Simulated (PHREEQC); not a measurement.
A solution holds 114 mmol/kgw H2SO4, 1.5 mmol/kgw Fe(NO3)3 and 0.0036 mmol/kgw CO2, at 25 °C. Closed to the air; pH follows from the charge balance.

Computed with PHREEQC (ion-association model, phreeqc.dat).

No solid was allowed to form.

Problem. What pH does the model give?

Solution. pH 0.96.

Problem. In which forms is S present?

Solution. HSO4- 81 %, SO4-2 18 %, FeSO4+ 0.7 % of the S.

Complexes and solids missing from the database can't appear.
